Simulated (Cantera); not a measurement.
An adiabatic, constant-volume homogeneous reactor starts with H2 : O2 : N2 = 1 : 0.26 : 1.87 (molar parts), equivalence ratio 1.9, at 1375 K and 4.93 atm.

Detailed kinetics in Cantera: the H2/O2 subset of GRI-Mech 3.0, which has no nitrogen chemistry. The hydrogen kinetics of GRI-Mech 3.0 are dated; newer H2 mechanisms differ, most at raised pressure.

**Question.** Predict: time of steepest temperature rise; temperature at 0.200 s; equilibrium temperature; x(H2) at 0.200 s; x(O2) at 0.200 s; x(H2O) at 0.200 s; x(H2O2) at 0.200 s; x(H) at 0.200 s; x(O) at 0.200 s; x(HO2) at 0.200 s.

**Answer.** 
```
Quantity                                                             Value
---------------------------------  ---------------------------------------
time of steepest temperature rise                                  6.80 µs
temperature at 0.200 s                                              2746 K
equilibrium temperature                                             2746 K
x(H2) at 0.200 s                       0.163 (gas-phase equilibrium 0.163)
x(O2) at 0.200 s                   4.03e-5 (gas-phase equilibrium 4.03e-5)
x(H2O) at 0.200 s                      0.177 (gas-phase equilibrium 0.177)
x(H2O2) at 0.200 s                 3.90e-8 (gas-phase equilibrium 3.90e-8)
x(H) at 0.200 s                    0.00905 (gas-phase equilibrium 0.00905)
x(O) at 0.200 s                    9.20e-5 (gas-phase equilibrium 9.20e-5)
x(HO2) at 0.200 s                  9.68e-8 (gas-phase equilibrium 9.68e-8)
```
